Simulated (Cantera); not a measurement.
Sublimation and decomposition of ceramics: SiC + N₂ + C

Input: 1 mol SiC, 1.6 mol N₂, 0.31 mol C, at 1300 °C and 1 atm.

Cantera equilibrium calculation (NASA polynomials, part measured and part estimated; ideal gas, pure solids and liquids). Candidate condensed phases: C, Si, SiC, Si₃N₄; 20 gas species. The numbers say what is thermodynamically allowed, not how fast it happens.

```yaml
x(N₂): 1.00
n(C(graphite)): 1.31 mol
n(Si₃N₄(s)): 0.333 mol
gas_amount: 0.9333 mol
log10 activity of Si(s) (absent): -2.49
```
